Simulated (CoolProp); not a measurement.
Saturation properties of C2F6 (R116) (Tc = 19.9 °C, pc = 3.048 MPa, ω = 0.257).

Values from CoolProp's reference Helmholtz-energy equation of state, Lemmon 2006. It is a short technical equation, of lower accuracy than the large ones.

| T (°C) | p (MPa) | liquid density (kg/m³) | liquid viscosity (µPa s) |
|---|---|---|---|
| -55.15 | 0.3002 | 1498 | 283 |
| -50.75 | 0.3593 | 1476 | 263 |
| -46.45 | 0.4252 | 1453 | 245 |
| -42.05 | 0.5015 | 1430 | 228 |
| -37.65 | 0.5875 | 1405 | 212 |
| -33.25 | 0.6842 | 1380 | 197 |
| -28.85 | 0.7921 | 1353 | 183 |
| -24.45 | 0.9123 | 1325 | 170 |
| -20.05 | 1.045 | 1296 | 157 |
| -15.65 | 1.192 | 1265 | 145 |
| -11.25 | 1.354 | 1232 | 133 |

It boils at -78.1 °C under 1 atm.

Viscosity comes from a separate model (Huber 2003), an estimate that may be off by 10 % or more.
